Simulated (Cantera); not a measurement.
Input: 1 mol SiH2Cl2, 9.5 mol NH3, held at 1477 °C and 39.0 Pa.

Equilibrium computed with Cantera from the NASA thermochemical tables; the gas is ideal and each condensed phase is pure. Candidate condensed phases: NH4Cl, Si, Si3N4; 28 gas species. The tables' values for SiCl, SiN, SiCl3 are old estimates; treat these amounts as uncertain. Gases not in the tables: Si2H6 and higher silanes. Rates play no part.

Base state: H2 0.685, N2 0.224, HCl 0.0591, SiCl2 0.0169, H 0.00975, Si 0.00385, Cl 0.000649, SiCl 0.000638 (mole fractions); condensed: Si(l).

What changes in the equilibrium state with this change: NH3 from 9.5 to 0.26 mol?


```
species       before    after
----------  --------  -------
H2             0.685    0.444
SiCl2         0.0169    0.290
HCl           0.0591    0.197
N2             0.224   0.0511
SiCl3        1.51e-5  0.00107
SiCl        0.000638  0.00264
Cl          0.000649  0.00268
Si(l), mol     0.540    0.242
```
The tables' values for SiCl, SiCl3 are old estimates; treat these amounts as uncertain.

What changes in the equilibrium state with this change: temperature from 1477 °C to 1575 °C?


```csv
species,before,after
H2,0.685,0.665
N2,0.224,0.220
HCl,0.0591,0.0591
Si,0.00385,0.0161
H,0.00975,0.0219
SiCl2,0.0169,0.0152
Si2,1.99e-5,0.000112
Si3,4.87e-6,2.60e-5
"Si(l), mol",0.540,0.272
```
The tables' values for SiCl, SiN are old estimates; treat these amounts as uncertain.

What changes in the equilibrium state with this change: pressure from 39.0 Pa to 10.0 mbar?


```csv
species,before,after
H2,0.685,0.694
N2,0.224,0.226
HCl,0.0591,0.0601
H,0.00975,0.00194
Si,0.00385,0.000150
SiCl2,0.0169,0.0173
Si2,1.99e-5,7.76e-7
SiCl3,1.51e-5,7.88e-5
SiN,1.85e-5,3.68e-6
Si2N,3.16e-5,6.26e-6
"Si(l), mol",0.540,0.628
```
The tables' values for SiCl, SiCl3 are old estimates; treat these amounts as uncertain.
